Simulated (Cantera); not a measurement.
An adiabatic, constant-pressure homogeneous reactor starts with 4.35 % CO, 2.91 % H₂, 0.269 % CH₄, 9.91 % O₂, 82.6 % N₂, at 950 K and 5.00 bar.

Cantera simulation using GRI-Mech 3.0 (53 species, 325 reactions); the numbers are that mechanism's predictions, not measurements. Below about 1000 K GRI-Mech 3.0 lacks low-temperature oxidation paths.

### Question
Predict: time of steepest temperature rise; temperature at 9.00 s; equilibrium temperature; x(CO) at 9.00 s; x(H₂) at 9.00 s; x(O) at 9.00 s.

### Answer
| Item | Value |
|---|---|
| time of steepest temperature rise | 62.8 ms |
| temperature at 9.00 s | 1583 K |
| equilibrium temperature | 1580 K |
| x(CO) at 9.00 s | 1.40e-6 (gas-phase equilibrium 1.36e-6) |
| x(H₂) at 9.00 s | 3.57e-7 (gas-phase equilibrium 3.48e-7) |
| x(O) at 9.00 s | 1.29e-6 (gas-phase equilibrium 1.25e-6) |
